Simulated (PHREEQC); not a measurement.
Consider water at 25 °C with 0.054 mol H2SO4, 0.00029 mol K2SO4 and 0.022 mol CO2 per kg of water. Closed to the air; pH follows from the charge balance.

Computed with PHREEQC (Pitzer model, pitzer.dat).

Question: The ionic strength comes out as 0.0898 mol/kgw. What activity coefficients do K+, HSO4-, SO4-2, H+ get?

Answer: K+ 0.78, HSO4- 0.80, SO4-2 0.31, H+ 0.79. Single-ion values are on the MacInnes scale.

No solid was allowed to form. Complexes and solids missing from the database can't appear.
